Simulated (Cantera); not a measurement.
An adiabatic, constant-volume homogeneous reactor starts with 9.37 % CH₄, 0.450 % CO, 18.9 % O₂, 71.3 % N₂, equivalence ratio 1.0, at 1098 K and 1.00 bar.

Cantera simulation using GRI-Mech 3.0 (53 species, 325 reactions); the numbers are that mechanism's predictions, not measurements.

Predict: time of steepest temperature rise; temperature at 7.00 s; equilibrium temperature; x(CO) at 7.00 s; x(O₂) at 7.00 s; x(NO₂) at 7.00 s; x(CO₂) at 7.00 s; x(H₂O) at 7.00 s.


* **time of steepest temperature rise**: 0.219 s
* **temperature at 7.00 s**: 2793 K
* **equilibrium temperature**: 2793 K
* **x(CO) at 7.00 s**: 0.0389 (gas-phase equilibrium 0.0389)
* **x(O₂) at 7.00 s**: 0.0171 (gas-phase equilibrium 0.0171)
* **x(NO₂) at 7.00 s**: 3.04e-6 (gas-phase equilibrium 3.04e-6)
* **x(CO₂) at 7.00 s**: 0.0557 (gas-phase equilibrium 0.0557)
* **x(H₂O) at 7.00 s**: 0.153 (gas-phase equilibrium 0.153)
